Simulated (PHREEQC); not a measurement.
Dissolve 59 mmol/kgw NaH2PO4 and 0.21 mmol/kgw Na2B4O7 at 20 °C. Closed to the air; pH follows from the charge balance.

All values are PHREEQC results (ion-association model, phreeqc.dat), not measurements.

Task: The ionic strength comes out as 0.0599 mol/kgw. What activity coefficients do HPO4-2, Na+, H+, H2PO4-, NaHPO4- get?

Result: HPO4-2 0.44, Na+ 0.82, H+ 0.85, H2PO4- 0.82, NaHPO4- 0.82.

Precipitation was switched off in this run.
